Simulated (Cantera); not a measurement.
An adiabatic, constant-volume homogeneous reactor starts with H2 : O2 : N2 = 1 : 0.562 : 2.11 (molar parts), equivalence ratio 0.89, at 975 K and 0.987 atm. Integrator tolerance rtol = 1e-08.

Model: the H2/O2 subset of GRI-Mech 3.0, which has no nitrogen chemistry, integrated in Cantera.

```
quantity                                                            before                                      after
---------------------------------  ---------------------------------------  -----------------------------------------
time of steepest temperature rise                                 0.664 ms                                   0.940 ms
temperature at 0.500 s                                              2859 K                                     2452 K
equilibrium temperature                                             2859 K                                     2452 K
x(H2) at 0.500 s                     0.0277 (gas-phase equilibrium 0.0277)    0.00503 (gas-phase equilibrium 0.00503)
x(O2) at 0.500 s                     0.0249 (gas-phase equilibrium 0.0249)      0.0124 (gas-phase equilibrium 0.0124)
x(H2O2) at 0.500 s                 9.12e-7 (gas-phase equilibrium 9.12e-7)    1.93e-7 (gas-phase equilibrium 1.93e-7)
x(O) at 0.500 s                    0.00667 (gas-phase equilibrium 0.00667)  0.000839 (gas-phase equilibrium 0.000839)
x(H2O) at 0.500 s                      0.258 (gas-phase equilibrium 0.258)        0.180 (gas-phase equilibrium 0.180)
x(OH) at 0.500 s                     0.0286 (gas-phase equilibrium 0.0286)    0.00668 (gas-phase equilibrium 0.00668)
x(H) at 0.500 s                      0.0104 (gas-phase equilibrium 0.0104)  0.000953 (gas-phase equilibrium 0.000953)
```

### Question
Which change was made?
(A) pressure from 0.987 atm to 1.58 atm
(B) N2 2.11 to 4.2 parts
(C) initial temperature 975 to 1450 K
(D) pressure from 0.987 atm to 18.8 atm

### Answer
B, N2 2.11 to 4.2 parts
